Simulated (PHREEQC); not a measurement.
Consider water at 30 °C with 1.2 mol H2SO4, 0.26 mol KCl and 0.79 mol NaCl per kg of water. Closed to the air; pH follows from the charge balance.

All values are PHREEQC results (Pitzer model, pitzer.dat), not measurements.

Each row changes one thing in this solution. No solid was allowed to form.

```json
[
 {"case": "as made", "pH": "-0.37", "ionic strength (mol/kgw)": "2.69", "HSO4- (mol/kgw)": "0.981", "SO4-2 (mol/kgw)": "0.219", "SI of Halite (NaCl)": "-1.92", "SI of Mirabilite (Na2SO4:10H2O)": "-2.20"},
 {"case": "diluted 10-fold with water", "pH": "0.93", "ionic strength (mol/kgw)": "0.291", "HSO4- (mol/kgw)": "0.0868", "SO4-2 (mol/kgw)": "0.0332", "SI of Halite (NaCl)": "[?]", "SI of Mirabilite (Na2SO4:10H2O)": "-3.78"},
 {"case": "NaCl replaced by NaOH at the same molality", "pH": "0.15", "ionic strength (mol/kgw)": "2.03", "HSO4- (mol/kgw)": "0.917", "SO4-2 (mol/kgw)": "0.283", "SI of Halite (NaCl)": "-2.65", "SI of Mirabilite (Na2SO4:10H2O)": "-1.83"},
 {"case": "H2SO4 replaced by NaHSO4 at the same molality", "pH": "0.32", "ionic strength (mol/kgw)": "3.02", "HSO4- (mol/kgw)": "0.814", "SO4-2 (mol/kgw)": "0.386", "SI of Halite (NaCl)": "-1.66", "SI of Mirabilite (Na2SO4:10H2O)": "[?]"},
 {"case": "KCl left out", "pH": "[?]", "ionic strength (mol/kgw)": "[?]", "HSO4- (mol/kgw)": "[?]", "SO4-2 (mol/kgw)": "0.245", "SI of Halite (NaCl)": "-2.04", "SI of Mirabilite (Na2SO4:10H2O)": "-2.11"}
]
```

**Question.** Some entries are withheld; supply them.

**Answer.** 
- diluted 10-fold with water, SI of Halite (NaCl): -3.97
- H2SO4 replaced by NaHSO4 at the same molality, SI of Mirabilite (Na2SO4:10H2O): -1.11
- KCl left out, pH: -0.34
- KCl left out, ionic strength (mol/kgw): 2.48
- KCl left out, HSO4- (mol/kgw): 0.955

Species that the database lacks are ignored. In brines, pH and single-ion activities rest on the MacInnes convention.
